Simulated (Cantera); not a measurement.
A diamond (100) surface in a fixed gas of H2 with x(CH4) = 0.017, x(H) = 0.001, at 1025 K, 0.220 bar; coverages are run to steady state.

Computed with Cantera and the Harris–Goodwin 1993 mechanism for the reconstructed diamond (100) surface.

One state of this run: growth (µm/h) = 44.3; θ c6HH = 0.446; θ c6H* = 0.0155; θ c6*H = 0.296; θ c6** = 0.00718; θ c6HM = 0.168. θ: site fractions in the mechanism's names (c6HH fully hydrogenated, c6H* and c6*H radical sites, c6** diradical, c6HM methylated).

Q: Which value of x(CH3) does it belong to?
A. 0.00052
B. 1e-05
C. 0.00011
D. 0.00024

A: A, 0.00052
